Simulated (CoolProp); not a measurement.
The numbers come from the reference Helmholtz-energy equation of state, Thol 2017 in CoolProp.

Problem. For octamethyltrisiloxane (MDM), give the phase and the density (kg/m³), Joule-Thomson coefficient (K/MPa), isothermal compressibility (1/MPa), expansivity (1/kK) at 301.85 °C and 0.653 MPa; 301.85 °C and 2.75 MPa; 301.85 °C and 4.45 MPa.

Solution. 
- 301.85 °C and 0.653 MPa: gas; density 38.6, Joule-Thomson coefficient 11.2, isothermal compressibility 1.88, expansivity 3.37
- 301.85 °C and 2.75 MPa: supercritical; density 446, Joule-Thomson coefficient 2.18, isothermal compressibility 0.101, expansivity 6.19
- 301.85 °C and 4.45 MPa: supercritical; density 495, Joule-Thomson coefficient 0.801, isothermal compressibility 0.0402, expansivity 3.44
